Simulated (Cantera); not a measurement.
**Premixed flame**

A freely propagating, adiabatic, planar premixed flame of H₂ : O₂ : N₂ = 1 : 0.312 : 1.17 (molar parts), equivalence ratio 1.6, unburnt at 498 K and 3.10 bar; mixture-averaged transport, grid criteria slope 0.08 and curve 0.16, no radiation.

Detailed kinetics in Cantera: the H2/O2 subset of GRI-Mech 3.0, which has no nitrogen chemistry. The hydrogen kinetics of GRI-Mech 3.0 are dated; newer H2 mechanisms differ, most at raised pressure. Burning velocities carry a grid error of a few per cent, more on coarse grids.

```csv
z (mm),T (K),u (m/s),x H₂,x O₂,x H,x HO₂,x OH,x O
-0.284,498,6.93,0.403,0.126,<1e-8,<1e-8,<1e-8,<1e-8
-0.189,498,6.93,0.403,0.126,<1e-8,<1e-8,<1e-8,<1e-8
-0.142,498,6.93,0.403,0.126,<1e-8,<1e-8,<1e-8,<1e-8
-0.0947,498,6.93,0.403,0.126,<1e-8,4.66e-7,<1e-8,1.27e-8
-0.0473,528,7.27,0.396,0.127,4.61e-5,0.000345,3.84e-5,6.30e-6
-0.0237,812,10.8,0.358,0.120,0.00451,0.000555,0.00111,0.000274
0,1265,16.4,0.275,0.0875,0.0282,0.000228,0.00254,0.00257
0.0237,1588,20.3,0.192,0.0380,0.0551,8.95e-5,0.00571,0.00456
0.0473,1752,22.3,0.156,0.0131,0.0639,2.96e-5,0.00758,0.00387
0.0947,1900,23.9,0.146,0.00297,0.0576,6.58e-6,0.00858,0.00267
0.189,2034,25.4,0.152,0.00136,0.0437,3.04e-6,0.00817,0.00172
0.379,2150,26.6,0.157,0.000715,0.0303,1.62e-6,0.00680,0.000927
0.758,2241,27.5,0.162,0.000321,0.0196,7.58e-7,0.00500,0.000421
```
x: mole fraction of selected species; z is measured from the peak of heat release.

- laminar burning velocity: 693 cm/s
- thermal thickness: 0.0947 mm
- peak x(H): 0.0639
- peak x(HO₂): 0.000776
- peak x(OH): 0.00860
- peak x(O): 0.00456
